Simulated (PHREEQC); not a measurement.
2.4 g of hydrous ferric oxide (600 m²/g; 0.2 weak and 0.005 strong sites per Fe, Dzombak-Morel constants, diffuse double layer) in 1 kg of water with 0.3 mol/kgw of an inert sodium salt and 0.2 mmol/kgw Na2SeO4, at 25 °C; the pH is set by adding NaOH or the inert anion's acid. Oxygen is held at 0.21 atm. CO2 from the air is kept out. Precipitation was switched off in this run.

Base run: PHREEQC, ion-association model, wateq4f.dat. Each further column changes one thing. The table gives surface charge σ (C/m²).

| pH | base | background salt from 0.3 to 0.03 mol/kgw | oxide from 2.4 to 12 g/kgw |
|---|---|---|---|
| 4 | 0.325 | 0.255 | 0.345 |
| 4.67 | 0.283 | 0.181 | 0.301 |
| 5.33 | 0.215 | ___ | 0.229 |
| 6 | 0.144 | 0.068 | 0.152 |
| 6.67 | 0.087 | 0.036 | 0.090 |
| 7.33 | 0.044 | ___ | 0.044 |
| 8 | 0.006 | 0.002 | 0.006 |
| 8.67 | -0.031 | ___ | -0.031 |
| 9.33 | -0.074 | -0.032 | -0.074 |
| 10 | -0.132 | -0.062 | -0.132 |
| 10.67 | -0.205 | -0.109 | -0.206 |
| 11.33 | -0.282 | -0.175 | -0.283 |
| 12 | -0.339 | -0.265 | -0.340 |

Q: Some entries are withheld; supply them.

A: 
- 5.33, background salt from 0.3 to 0.03 mol/kgw: 0.116
- 7.33, background salt from 0.3 to 0.03 mol/kgw: 0.017
- 8.67, background salt from 0.3 to 0.03 mol/kgw: -0.012
